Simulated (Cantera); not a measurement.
A perfectly stirred reactor is fed with 28.1 % CH4, 70.2 % H2O, 1.69 % H2, at 240000 Pa; it is held at 1425 K, and followed from long to short residence time.

Model: GRI-Mech 3.0 (53 species, 325 reactions), integrated in Cantera.

### Question
Predict: x(CH4) at τ = 4.20 s; x(H2O) at τ = 4.20 s; x(H2) at τ = 4.20 s; x(CH3) at τ = 4.20 s; x(CH4) at τ = 38.0 ms; x(H2O) at τ = 38.0 ms; x(H2) at τ = 38.0 ms; x(CH3) at τ = 38.0 ms.

### Answer
- x(CH4) at τ = 4.20 s: 0.138
- x(H2O) at τ = 4.20 s: 0.580
- x(H2) at τ = 4.20 s: 0.215
- x(CH3) at τ = 4.20 s: 2.28e-5
- x(CH4) at τ = 38.0 ms: 0.272
- x(H2O) at τ = 38.0 ms: 0.699
- x(H2) at τ = 38.0 ms: 0.0253
- x(CH3) at τ = 38.0 ms: 4.92e-5
